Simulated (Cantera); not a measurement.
## Fluorocarbon and chlorocarbon gases: CH3F + F2 + H2

Feed: 1 mol CH3F, 2.4 mol F2, 0.1 mol H2, at 1.00 bar.

Cantera equilibrium calculation (NASA polynomials, part measured and part estimated; ideal gas, pure solids and liquids). Candidate condensed phases: C, C6H6, C7H8, C8H18; 95 gas species. The tables' values for C2F4 are old estimates; treat these amounts as uncertain. Gases not in the tables: C2F6 and larger saturated fluorocarbons. Rates play no part.

From 1923 K to 2623 K the condensed part is C(graphite). The main C-bearing gas is CF4 at 1923 K and CF2 at 2623 K. The share of C in condensed phases is highest at 1923 K (34.5 %) and lowest at 2623 K (9.3 %).

```
T (K)  log p HF  log p CF4  log p CF2  log p F  n C(graphite)
-----  --------  ---------  ---------  -------  -------------
1923      -0.08      -0.78      -2.63    -3.47          0.345
2023      -0.08      -0.78      -2.26    -3.05          0.339
2123      -0.08      -0.80      -1.93    -2.67          0.328
2223      -0.09      -0.82      -1.64    -2.32          0.307
2323      -0.09      -0.86      -1.39    -2.01          0.274
2423      -0.10      -0.93      -1.17    -1.73          0.224
2523      -0.12      -1.04      -0.99    -1.49          0.160
2623      -0.13      -1.21      -0.86    -1.28         0.0930
```
log p: log10 of the partial pressure in bar; n: condensed amount in mol.
